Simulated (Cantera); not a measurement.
Feed: 1 mol Si3N4, 0.49 mol N2O, 130 mol H2, held at 973 K and 1200 Pa.

Cantera equilibrium calculation (NASA polynomials, part measured and part estimated; ideal gas, pure solids and liquids). Candidate condensed phases: H2O, Si, SiO2, Si2N2O, Si3N4; 35 gas species. Kinetics and transport are ignored.

Base state: H2 0.995, N2 0.00500 (mole fractions); condensed: Si2N2O(s) + Si3N4(s).

### Question
What changes in the equilibrium state with this change: N2O from 0.49 to 1.6 mol?

### Answer
```json
[
 {"species": "H2", "before": "0.995", "after": "0.984"},
 {"species": "N2", "before": "0.00500", "after": "0.0161"},
 {"species": "Si2N2O(s), mol", "before": "0.490", "after": "1.47"},
 {"species": "Si3N4(s), mol", "before": "0.673", "after": "0"},
 {"species": "SiO2(β-quartz), mol", "before": "0", "after": "0.0660"}
]
```
